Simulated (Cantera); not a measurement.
An isothermal, constant-pressure homogeneous reactor starts with CO : O2 : H2O : N2 = 0.0047 : 0.01 : 0.0094 : 1 (molar parts), equivalence ratio 0.24, at 1425 K and 1.01 bar. Integrator tolerance rtol = 1e-08.

Detailed kinetics in Cantera: GRI-Mech 3.0 (53 species, 325 reactions).

Question: What does this change do: pressure from 1.01 bar to 97.5 Torr?

Answer: 
| quantity | before | after |
|---|---|---|
| x(CO) at 5.00 s | 7.96e-8 (gas-phase equilibrium 8.01e-8) | 4.89e-7 (gas-phase equilibrium 2.24e-7) |
| x(O2) at 5.00 s | 0.00749 (gas-phase equilibrium 0.00740) | 0.00748 (gas-phase equilibrium 0.00740) |
| x(H2O) at 5.00 s | 0.00920 (gas-phase equilibrium 0.00920) | 0.00919 (gas-phase equilibrium 0.00920) |
| x(N2O) at 5.00 s | 1.24e-8 (gas-phase equilibrium 1.23e-8) | 1.09e-8 (gas-phase equilibrium 4.42e-9) |
| x(H2) at 5.00 s | 7.00e-8 (gas-phase equilibrium 7.04e-8) | 4.13e-7 (gas-phase equilibrium 1.97e-7) |
| x(NO) at 5.00 s | 6.50e-7 (gas-phase equilibrium 0.000175) | 1.05e-6 (gas-phase equilibrium 0.000175) |
| x(H) at 5.00 s | 1.81e-9 (gas-phase equilibrium 1.81e-9) | 2.57e-8 (gas-phase equilibrium 8.44e-9) |
